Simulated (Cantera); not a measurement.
**Stirred combustor or abatement burner**

A perfectly stirred reactor is fed with CH₄ : O₂ : N₂ = 1 : 1.11 : 4.18 (molar parts), equivalence ratio 1.8, at 3.80 bar; it is adiabatic with a 450 K inlet, and is followed from long to short residence time, starting on the burning branch (τ in s: 0.037, 0.015, 0.0064, 0.0027, 0.0011, 0.00046, 0.00019, 8.1e-05, 3.4e-05).

Model: GRI-Mech 3.0 (53 species, 325 reactions), integrated in Cantera.

```json
[
 {"τ (s)": "0.037", "T (K)": "1857", "x CH₄": "0.0102", "x O₂": "0.000743", "x CH₃": "0.000247", "x HCN": "8.83e-6", "x CO₂": "0.0346", "x CO": "0.0842", "x H₂O₂": "1.58e-8"},
 {"τ (s)": "0.015", "T (K)": "1862", "x CH₄": "0.0125", "x O₂": "0.00156", "x CH₃": "0.000373", "x HCN": "9.12e-6", "x CO₂": "0.0350", "x CO": "0.0796", "x H₂O₂": "3.54e-8"},
 {"τ (s)": "0.0064", "T (K)": "1857", "x CH₄": "0.0151", "x O₂": "0.00311", "x CH₃": "0.000535", "x HCN": "8.24e-6", "x CO₂": "0.0344", "x CO": "0.0767", "x H₂O₂": "7.65e-8"},
 {"τ (s)": "0.0027", "T (K)": "1835", "x CH₄": "0.0185", "x O₂": "0.00644", "x CH₃": "0.000742", "x HCN": "5.67e-6", "x CO₂": "0.0323", "x CO": "0.0755", "x H₂O₂": "1.74e-7"},
 {"τ (s)": "0.0011", "T (K)": "1744", "x CH₄": "0.0270", "x O₂": "0.0179", "x CH₃": "0.000909", "x HCN": "1.20e-6", "x CO₂": "0.0255", "x CO": "0.0757", "x H₂O₂": "5.36e-7"},
 {"τ (s)": "0.00046", "T (K)": "450", "x CH₄": "0.159", "x O₂": "0.176", "x CH₃": "<1e-12", "x HCN": "<1e-12", "x CO₂": "<1e-12", "x CO": "<1e-12", "x H₂O₂": "<1e-12"},
 {"τ (s)": "0.00019", "T (K)": "450", "x CH₄": "0.159", "x O₂": "0.176", "x CH₃": "<1e-12", "x HCN": "<1e-12", "x CO₂": "<1e-12", "x CO": "<1e-12", "x H₂O₂": "<1e-12"},
 {"τ (s)": "8.1e-5", "T (K)": "450", "x CH₄": "0.159", "x O₂": "0.176", "x CH₃": "<1e-12", "x HCN": "<1e-12", "x CO₂": "<1e-12", "x CO": "<1e-12", "x H₂O₂": "<1e-12"},
 {"τ (s)": "3.4e-5", "T (K)": "450", "x CH₄": "0.159", "x O₂": "0.176", "x CH₃": "<1e-12", "x HCN": "<1e-12", "x CO₂": "<1e-12", "x CO": "<1e-12", "x H₂O₂": "<1e-12"}
]
```
x: mole fraction; the columns are a selection and need not sum to one.
